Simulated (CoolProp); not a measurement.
Vapour-liquid equilibrium of CH2F2 (R32) (1) + n-butane (2) at 4.15 °C; x and y are mole fractions of (1).

The numbers come from the multi-fluid Helmholtz-energy mixture model, Tillner-Roth 1997 and Bücker 2006; pair parameters Bell 2016 in CoolProp.

```json
[
 {"x": "0.05", "bubble pressure, mixture model (MPa)": "0.3290", "bubble pressure, Raoult's law (MPa)": "0.1608", "y, mixture model": "0.627", "y, Raoult's law": "0.288"},
 {"x": "0.125", "bubble pressure, mixture model (MPa)": "0.5565", "bubble pressure, Raoult's law (MPa)": "0.2212", "y, mixture model": "0.779", "y, Raoult's law": "0.524"},
 {"x": "0.2", "bubble pressure, mixture model (MPa)": "0.7009", "bubble pressure, Raoult's law (MPa)": "0.2817", "y, mixture model": "0.826", "y, Raoult's law": "0.658"},
 {"x": "0.275", "bubble pressure, mixture model (MPa)": "0.7853", "bubble pressure, Raoult's law (MPa)": "0.3422", "y, mixture model": "0.846", "y, Raoult's law": "0.745"},
 {"x": "0.35", "bubble pressure, mixture model (MPa)": "0.8306", "bubble pressure, Raoult's law (MPa)": "0.4027", "y, mixture model": "0.857", "y, Raoult's law": "0.806"},
 {"x": "0.425", "bubble pressure, mixture model (MPa)": "0.8532", "bubble pressure, Raoult's law (MPa)": "0.4631", "y, mixture model": "0.862", "y, Raoult's law": "0.850"},
 {"x": "0.5", "bubble pressure, mixture model (MPa)": "0.8645", "bubble pressure, Raoult's law (MPa)": "0.5236", "y, mixture model": "0.865", "y, Raoult's law": "0.885"},
 {"x": "0.575", "bubble pressure, mixture model (MPa)": "0.8720", "bubble pressure, Raoult's law (MPa)": "0.5841", "y, mixture model": "0.867", "y, Raoult's law": "0.912"},
 {"x": "0.65", "bubble pressure, mixture model (MPa)": "0.8801", "bubble pressure, Raoult's law (MPa)": "0.6446", "y, mixture model": "0.871", "y, Raoult's law": "0.935"},
 {"x": "0.725", "bubble pressure, mixture model (MPa)": "0.8912", "bubble pressure, Raoult's law (MPa)": "0.7050", "y, mixture model": "0.877", "y, Raoult's law": "0.953"},
 {"x": "0.8", "bubble pressure, mixture model (MPa)": "0.9055", "bubble pressure, Raoult's law (MPa)": "0.7655", "y, mixture model": "0.888", "y, Raoult's law": "0.969"},
 {"x": "0.875", "bubble pressure, mixture model (MPa)": "0.9210", "bubble pressure, Raoult's law (MPa)": "0.8260", "y, mixture model": "0.910", "y, Raoult's law": "0.982"},
 {"x": "0.95", "bubble pressure, mixture model (MPa)": "0.9309", "bubble pressure, Raoult's law (MPa)": "0.8864", "y, mixture model": "0.952", "y, Raoult's law": "0.993"}
]
```

The largest gap from Raoult's law is +151.6 % in bubble pressure, at x = 0.125. No azeotrope shows between x = 0.05 and 0.95.

The pair parameters rest on a limited set of measurements; away from them the model extrapolates. With so large a gap from Raoult's law the liquid may split in two, which this calculation doesn't test in full.
